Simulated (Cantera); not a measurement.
A freely propagating, adiabatic, planar premixed flame of H2 : O2 : N2 = 1 : 0.357 : 1.34 (molar parts), unburnt at 450 K and 5.00 bar; mixture-averaged transport, grid criteria slope 0.08 and curve 0.16, no radiation.

Model: the H2/O2 subset of GRI-Mech 3.0, which has no nitrogen chemistry, integrated in Cantera. The hydrogen kinetics of GRI-Mech 3.0 are dated; newer H2 mechanisms differ, most at raised pressure. Burning velocities carry a grid error of a few per cent, more on coarse grids.

Question: How do the results move with these cheaper or finer settings: unity-Lewis-number transport; multicomponent transport; multicomponent+Soret transport; grid criteria slope 0.5, curve 1; grid criteria slope 0.25, curve 0.5; grid criteria slope 0.03, curve 0.06?

Answer: 
```json
[
 {"setting": "as above", "laminar burning velocity": "552 cm/s", "thermal thickness": "0.0497 mm", "peak x(HO2)": "0.00112", "peak x(OH)": "0.0108", "grid points": "109"},
 {"setting": "unity-Lewis-number transport", "laminar burning velocity": "362 cm/s", "thermal thickness": "0.0473 mm", "peak x(HO2)": "0.000759", "peak x(OH)": "0.0107", "grid points": "113"},
 {"setting": "multicomponent transport", "laminar burning velocity": "543 cm/s", "thermal thickness": "0.0496 mm", "peak x(HO2)": "0.00112", "peak x(OH)": "0.0108", "grid points": "109"},
 {"setting": "multicomponent+Soret transport", "laminar burning velocity": "511 cm/s", "thermal thickness": "0.0484 mm", "peak x(HO2)": "0.00112", "peak x(OH)": "0.0109", "grid points": "109"},
 {"setting": "grid criteria slope 0.5, curve 1", "laminar burning velocity": "578 cm/s", "thermal thickness": "0.0641 mm", "peak x(HO2)": "0.00107", "peak x(OH)": "0.0120", "grid points": "37"},
 {"setting": "grid criteria slope 0.25, curve 0.5", "laminar burning velocity": "556 cm/s", "thermal thickness": "0.0542 mm", "peak x(HO2)": "0.00108", "peak x(OH)": "0.0113", "grid points": "49"},
 {"setting": "grid criteria slope 0.03, curve 0.06", "laminar burning velocity": "547 cm/s", "thermal thickness": "0.0483 mm", "peak x(HO2)": "0.00113", "peak x(OH)": "0.0106", "grid points": "256"}
]
```
Unity Lewis numbers drop preferential diffusion, which matters most where H2 and H carry the flame; Soret adds thermal diffusion.
